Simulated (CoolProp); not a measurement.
Vapour-liquid equilibrium of benzene (1) + n-dodecane (2) at 0.0867 bar; x and y are mole fractions of (1).

The numbers come from the multi-fluid Helmholtz-energy mixture model, Thol 2012 and Lemmon 2004; pair parameters Bell 2016 in CoolProp.

```
x     bubble temperature (K)  y at the bubble point  dew temperature at overall composition x (K)  liquid density (mol/L)
----  ----------------------  ---------------------  --------------------------------------------  ----------------------
0.05                   370.8                  0.800                                         406.2                     [?]
0.2                    326.1                  0.987                                         401.8                   4.893
0.35                   310.3                  0.997                                         396.7                   5.581
0.5                    302.4                  0.999                                         390.5                   6.385
0.65                   297.7                  0.999                                           [?]                   7.388
0.8                    294.3                  1.000                                         370.8                   8.703
0.95                   291.2                  1.000                                         345.8                     [?]
```

Problem. What belongs in the gaps?

Solution. 
- 0.05, liquid density (mol/L): 4.198
- 0.65, dew temperature at overall composition x (K): 382.5
- 0.95, liquid density (mol/L): 10.52

No azeotrope shows between x = 0.05 and 0.95.

Pair parameters are fitted to limited data, so mixtures are less certain than the pure fluids. The gap from Raoult's law changes sign with composition, which may be real or a fault of the pair parameters; it wasn't checked against measurements.
